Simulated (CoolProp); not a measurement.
Vapour-liquid equilibrium of propane (1) + n-pentane (2) at 267.4 K; x and y are mole fractions of (1).

The numbers come from the multi-fluid Helmholtz-energy mixture model, Lemmon 2009 and Thol 2019; pair parameters Kunz 2012 in CoolProp.

```tsv
x	bubble pressure (kPa)	y at the bubble point	dew pressure at overall composition x (kPa)	liquid density (mol/L)
0.05	42.20	(withheld)	19.66	(withheld)
0.2	(withheld)	0.849	23.23	(withheld)
0.35	162.4	0.916	28.37	(withheld)
0.5	216.0	0.948	36.43	10.33
0.65	268.3	0.968	50.80	10.89
0.8	320.9	0.983	83.57	(withheld)
0.95	376.5	(withheld)	220.9	12.00
```

Problem. Fill in the missing entries.

Solution. 
- 0.05, y at the bubble point: 0.572
- 0.05, liquid density (mol/L): 9.106
- 0.2, bubble pressure (kPa): 105.6
- 0.2, liquid density (mol/L): 9.424
- 0.35, liquid density (mol/L): 9.837
- 0.8, liquid density (mol/L): 11.46
- 0.95, y at the bubble point: 0.996

No azeotrope shows between x = 0.05 and 0.95.

The pair parameters rest on a limited set of measurements; away from them the model extrapolates.
